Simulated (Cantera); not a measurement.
Source: NASA polynomial tables (part measured, part estimated), evaluated in Cantera. Values are per mole of reaction as written; species without (g) are pure solids or liquids, kept so even where they would boil at 1 bar.

Ca + 2 OH(g) ⇌ CaO + H₂O(g), with ΔH° = -955.6 kJ and ΔS° = -183.0 J/K at 300 K.

**Question.** How far is the shortcut ΔG° ≈ ΔH°(300 K) − T·ΔS°(300 K) from the full temperature-dependent value at 698, 723, 748, 773, 798, 823, 848, 873, 898, 923 K?

**Answer.** 
```tsv
T (K)	shortcut (kJ)	full (kJ)	difference (kJ)	difference in log10 K
698	-827.9	-826.8	-1.1	0.08
723	-823.3	-822.1	-1.2	0.09
748	-818.7	-817.4	-1.4	0.10
773	-814.2	-812.7	-1.5	0.10
798	-809.6	-808.0	-1.6	0.11
823	-805.0	-803.3	-1.8	0.11
848	-800.4	-798.5	-1.9	0.12
873	-795.9	-793.8	-2.0	0.12
898	-791.3	-789.1	-2.2	0.13
923	-786.7	-784.4	-2.3	0.13
```
The shortcut ignores the heat-capacity change of the reaction.
